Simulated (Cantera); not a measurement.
Input (Python, Cantera) and output of one run.

```python
import numpy as np
import cantera as ct

gas_names = """
    N2O O2 H NO NH3
""".split()
cond_names = """
    V2O5(s) V2O5(L) VN(s) V2O4(I) V2O4(II) V2O4(L)
""".split()


# ... load() reads the species with a 1 bar reference pressure and builds the phases ...
species = {s.name: s for s in load("nasa_gas.yaml", gas_names) + load("nasa_condensed.yaml", cond_names)}
# Each term lists the table entries of one substance; the one whose range holds T is used.
reactions = {
    'V2O5 + N2O(g) = 3 O2(g) + 2 VN':
        [(-1, ['V2O5(s)', 'V2O5(L)']), (-1, ['N2O']), (3, ['O2']), (2, ['VN(s)'])],
    '3 H(g) + NO(g) + V2O4 = V2O5 + NH3(g)':
        [(-3, ['H']), (-1, ['NO']), (-1, ['V2O4(I)', 'V2O4(II)', 'V2O4(L)']), (1, ['V2O5(s)', 'V2O5(L)']), (1, ['NH3'])],
}


def pick(names, T):
    return next(species[n] for n in names if species[n].thermo.min_temp <= T <= species[n].thermo.max_temp)


results = []
for label, terms in reactions.items():
    print(label)
    print("     T/K   dH/kJ  dS/(J/K)   dG/kJ   log10 K")
    for T in [1123, 1223, 1323, 1423, 1523, 1623, 1723, 1823, 1923, 2023, 2123]:
        used = [(nu, pick(names, T)) for nu, names in terms]
        dH = sum(nu * s.thermo.h(T) for nu, s in used) / 1e6
        dS = sum(nu * s.thermo.s(T) for nu, s in used) / 1e3
        dG = dH - T * dS / 1e3
        logK = -dG * 1e6 / (ct.gas_constant * T * np.log(10))
        results.append((label, T, dH, dS, dG, logK, [s.name for _, s in used]))
        print(f"{T:8g} {dH:8.1f} {dS:8.1f} {dG:8.1f} {logK:8.2f}")
```

It prints:

```
V2O5 + N2O(g) = 3 O2(g) + 2 VN
     T/K   dH/kJ  dS/(J/K)   dG/kJ   log10 K
    1123    949.9    241.7    678.5   -31.56
    1223    946.9    239.2    654.4   -27.95
    1323    944.2    237.0    630.6   -24.90
    1423    941.7    235.2    607.0   -22.28
    1523    939.4    233.6    583.6   -20.01
    1623    937.4    232.3    560.3   -18.03
    1723    935.6    231.2    537.1   -16.28
    1823    934.0    230.4    514.0   -14.73
    1923    932.6    229.6    491.0   -13.34
    2023    931.5    229.1    468.1   -12.09
    2123    930.6    228.6    445.2   -10.95
3 H(g) + NO(g) + V2O4 = V2O5 + NH3(g)
     T/K   dH/kJ  dS/(J/K)   dG/kJ   log10 K
    1123   -879.5   -330.7   -508.1    23.63
    1223   -880.6   -331.7   -475.0    20.29
    1323   -881.7   -332.6   -441.8    17.44
    1423   -882.9   -333.4   -408.5    14.99
    1523   -884.2   -334.3   -375.1    12.86
    1623   -885.5   -335.1   -341.6    10.99
    1723   -887.0   -336.0   -308.0     9.34
    1823  -1000.7   -398.6   -274.0     7.85
    1923  -1005.8   -401.3   -234.0     6.36
    2023  -1010.8   -403.9   -193.8     5.00
    2123  -1015.7   -406.2   -153.3     3.77
```

Source: NASA polynomial tables (part measured, part estimated), evaluated in Cantera. VN: taken at fixed stoichiometry. Condensed species are held in their standard states even where they would react or evaporate.
